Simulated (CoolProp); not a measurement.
n-butane along the isobar 409 kPa: fugacity coefficient from the reference equation and from simpler models built on Tc = 425.1 K, pc = 3796 kPa, ω = 0.201; each cubic takes its own stable root.

Computed with CoolProp (reference Helmholtz-energy equation of state, Bücker 2006).

```tsv
T (K)	phase	reference
280.3	liquid	0.3163
295.4	liquid	0.5133
310.5	liquid	0.7847
325.7	gas	0.9123
340.8	gas	0.9246
356	gas	0.9348
371.1	gas	0.9433
386.2	gas	0.9503
401.4	gas	0.9564
416.5	gas	0.9615
431.7	gas	0.9659
446.8	gas	0.9697
461.9	gas	0.9730
```

Question: How far does each simpler model (van der Waals, Redlich-Kwong, Soave-Redlich-Kwong, Peng-Robinson) lie from the reference over these 13 states: mean and median of the absolute difference, and the worst?

Answer: 
- van der Waals: mean 23.1 %, median 1.3 %, worst +189.6 % at 280.3 K and 409 kPa
- Redlich-Kwong: mean 7.9 %, median 0.3 %, worst +44.6 % at 280.3 K and 409 kPa
- Soave-Redlich-Kwong: mean 0.3 %, median 0.1 %, worst +1.2 % at 310.5 K and 409 kPa
- Peng-Robinson: mean 0.3 %, median 0.4 %, worst -0.5 % at 416.5 K and 409 kPa

At some of these states van der Waals, Redlich-Kwong gives the other phase, because its saturation line lies elsewhere.
